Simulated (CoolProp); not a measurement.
n-nonane along the isobar 2.79 MPa: density (kg/m³) from the reference equation and from simpler models built on Tc = 594.5 K, pc = 2.282 MPa, ω = 0.443; each cubic takes its own stable root.

The numbers come from the reference Helmholtz-energy equation of state, Lemmon 2006 in CoolProp. It is a short technical equation, of lower accuracy than the large ones.

| T (K) | phase | reference | van der Waals | Redlich-Kwong | Soave-Redlich-Kwong |
|---|---|---|---|---|---|
| 524.2 | liquid | 511.1 | 296.4 | 398.9 | 425.5 |
| 527.9 | liquid | 506.3 | 294.0 | … | 420.4 |
| 531.7 | liquid | 501.3 | 291.5 | 389.6 | 415.0 |
| 535.4 | liquid | 496.2 | 289.0 | 384.8 | 409.6 |
| 539.2 | liquid | 490.8 | 286.3 | 379.8 | 403.8 |
| 542.9 | liquid | 485.5 | 283.6 | 374.7 | 398.0 |
| 546.6 | liquid | … | 280.9 | … | 392.0 |
| 550.4 | liquid | 473.9 | 278.0 | 364.0 | 385.6 |
| 554.1 | liquid | 467.9 | 275.1 | 358.5 | 379.2 |
| 557.9 | liquid | 461.5 | 272.0 | 352.7 | 372.2 |
| 561.6 | liquid | 454.9 | 268.9 | 346.7 | 365.2 |
| 565.3 | liquid | 448.0 | 265.7 | 340.6 | 357.8 |
| 569.1 | liquid | 440.5 | 262.3 | 334.0 | 349.8 |
| 572.8 | liquid | 432.7 | 258.8 | 327.3 | 341.6 |
| 576.5 | liquid | 424.3 | 255.1 | 320.3 | 332.9 |
| 580.3 | liquid | 415.0 | 251.2 | 312.6 | 323.3 |

Q: Complete the blanks.

A: 
- 527.9, Redlich-Kwong: 394.4
- 546.6, reference: 479.9
- 546.6, Redlich-Kwong: 369.5
